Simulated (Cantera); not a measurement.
A perfectly stirred reactor is fed with CH₄ : N₂ = 1 : 160 (molar parts), at 100.0 Torr; it is held at 2023 K, and followed from long to short residence time.

Cantera simulation using GRI-Mech 3.0 (53 species, 325 reactions); the numbers are that mechanism's predictions, not measurements. GRI-Mech 3.0 stops at C3 and has no aromatics, soot or wall deposition, so with more carbon than oxygen in the feed, carbon stays in small species such as C2H2 where larger ones or solid carbon would form.

x: mole fraction; the columns are a selection and need not sum to one.

| τ (s) | x CH₄ | x H | x CH₂ | x C₂H | x C₂H₆ |
|---|---|---|---|---|---|
| 2.6 | 2.27e-5 | 0.000292 | 5.55e-7 | 1.04e-6 | 2.62e-10 |
| 0.85 | 5.90e-5 | 0.000249 | 1.01e-6 | 1.15e-6 | 1.30e-9 |
| 0.28 | 0.000145 | 0.000212 | 1.73e-6 | 1.19e-6 | 5.72e-9 |
| 0.089 | ? | ? | ? | 1.10e-6 | ? |
| 0.029 | 0.000780 | 0.000142 | 3.84e-6 | 9.12e-7 | 8.07e-8 |
| 0.0093 | ? | ? | 4.74e-6 | ? | ? |
| 0.0030 | 0.00317 | 6.70e-5 | 4.70e-6 | 3.80e-7 | 5.05e-7 |
| 0.00098 | 0.00500 | 2.83e-5 | 2.87e-6 | 1.03e-7 | 4.52e-7 |

**Question.** Complete the blanks.

**Answer.** 
- 0.089, x CH₄: 0.000347
- 0.089, x H: 0.000176
- 0.089, x CH₂: 2.73e-6
- 0.089, x C₂H₆: 2.32e-8
- 0.0093, x CH₄: 0.00166
- 0.0093, x H: 0.000106
- 0.0093, x C₂H: 6.71e-7
- 0.0093, x C₂H₆: 2.40e-7
